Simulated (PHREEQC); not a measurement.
Dissolve 3 mmol/kgw H3PO4 and 12 mmol/kgw HCl at 5 °C. Closed to the air; pH follows from the charge balance.

The numbers come from PHREEQC with the ion-association model, wateq4f.dat.

```csv
quantity,before,after
pH,1.92,1.92
ionic strength (mol/kgw),0.0133,0.0174
H3PO4 (mol/kgw),0.00166,0.00164
H2PO4- (mol/kgw),0.00134,0.00136
HPO4-2 (mol/kgw),8.54e-9,9.06e-9
```

Task: Name the change that produced these shifts.
A. HCl from 0.012 to 0.12 mol/kgw
B. diluted 10-fold with water
C. HCl from 0.012 to 0.024 mol/kgw
D. H3PO4 from 0.003 to 0.006 mol/kgw
E. 0.004 mol/kgw NaCl added

Result: E, 0.004 mol/kgw NaCl added

This is a speciation only: nothing precipitates in the calculation. H3PO4, which wateq4f.dat lacks, is added to it with the constant of phreeqc.dat. Constants without temperature data keep their 25 °C values here.
